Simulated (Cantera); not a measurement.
A perfectly stirred reactor is fed with CH₄ : H₂ : O₂ = 0.016 : 1 : 0.011 (molar parts), at 0.0263 atm; it is held at 2673 K, and followed from long to short residence time.

Computed with Cantera and GRI-Mech 3.0 (53 species, 325 reactions). Radical loss at walls, strong at low pressure, is not modelled.

Q: Predict: x(CH₄) at τ = 0.420 s; x(H₂) at τ = 0.420 s; x(O₂) at τ = 0.420 s; x(CH₃) at τ = 0.420 s; x(CH₄) at τ = 24.0 ms; x(H₂) at τ = 24.0 ms; x(O₂) at τ = 24.0 ms; x(C₂H₄) at τ = 24.0 ms; x(CH₃) at τ = 24.0 ms.

A: 
| Property | Value |
|---|---|
| x(CH₄) at τ = 0.420 s | 8.66e-7 |
| x(H₂) at τ = 0.420 s | 0.763 |
| x(O₂) at τ = 0.420 s | 3.10e-7 |
| x(CH₃) at τ = 0.420 s | 4.05e-6 |
| x(CH₄) at τ = 24.0 ms | 0.000277 |
| x(H₂) at τ = 24.0 ms | 0.902 |
| x(O₂) at τ = 24.0 ms | 8.64e-6 |
| x(C₂H₄) at τ = 24.0 ms | 6.43e-7 |
| x(CH₃) at τ = 24.0 ms | 0.000396 |
